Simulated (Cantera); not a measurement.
An isothermal plug-flow reactor at 800 K and 2.00 bar (inlet), inlet velocity 0.48 m/s, active area per volume 240 1/m; feed 0.443 % H₂, 9.07 % O₂, 83.3 % N₂, 7.17 % H₂O, equivalence ratio 0.024.

Cantera simulation using Deutschmann's 1995 Pt surface mechanism with GRI-Mech 3.0 gas chemistry; the numbers are that mechanism's predictions, not measurements. Catalytic surfaces can have several steady states; this one follows from the mechanism file's or the stated starting coverage. Mass transfer to the wall is taken as infinitely fast.

Problem. Predict: x(H₂) at z = 0.0094 m; x(O₂) at z = 0.0094 m; x(H₂O) at z = 0.0094 m; θ(free Pt) at the exit; θ(O*) at the exit; θ(OH*) at the exit.

Solution. 
```json
{
  "x(H₂) at z = 0.0094 m": "1.77e-5",
  "x(O₂) at z = 0.0094 m": "0.0887",
  "x(H₂O) at z = 0.0094 m": "0.0763",
  "θ(free Pt) at the exit": "0.0280",
  "θ(O*) at the exit": "0.965",
  "θ(OH*) at the exit": "0.00686"
}
```
